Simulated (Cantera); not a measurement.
Feed: 1 mol CHF3, 0.33 mol H2, held at 0.133 bar.

These are equilibrium values from Cantera (NASA tables, ideal gas, pure condensed phases), not measurements of a reactor. Candidate condensed phases: C, C6H6, C7H8, C8H18; 95 gas species. Gases not in the tables: C2F6 and larger saturated fluorocarbons. Equilibrium is a limit: real reactors are often held back by kinetics, nucleation or transport.

What share of the C ends up in condensed phases as a function of T (°C), at 1825, 1875, 1925, 1975, 2025, 2075, 2125, 2175?


```csv
T (°C),C condensed (%),as
1825,64.2,C(graphite)
1875,63.3,C(graphite)
1925,62.1,C(graphite)
1975,60.7,C(graphite)
2025,59.1,C(graphite)
2075,57.4,C(graphite)
2125,55.7,C(graphite)
2175,54.3,C(graphite)
```
